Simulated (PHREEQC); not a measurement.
Make-up at 15 °C: 9.3 mmol/kgw NaHSO4 and 95 mmol/kgw Na2CO3. Closed to the air; pH follows from the charge balance.

The numbers come from PHREEQC with the ion-association model, phreeqc.dat.

```tsv
quantity	before	after
pH	10.81	9.85
ionic strength (mol/kgw)	0.229	0.272
Na+ (mol/kgw)	0.167	0.205
CO3-2 (mol/kgw)	0.0548	0.0295
```

Q: What was changed between the two runs?
A) diluted 2-fold with water
B) diluted 5-fold with water
C) NaHSO4 replaced by K2SO4 at the same molality
D) NaHSO4 from 0.0093 to 0.0465 mol/kgw

A: D, NaHSO4 from 0.0093 to 0.0465 mol/kgw

Precipitation was switched off in this run.
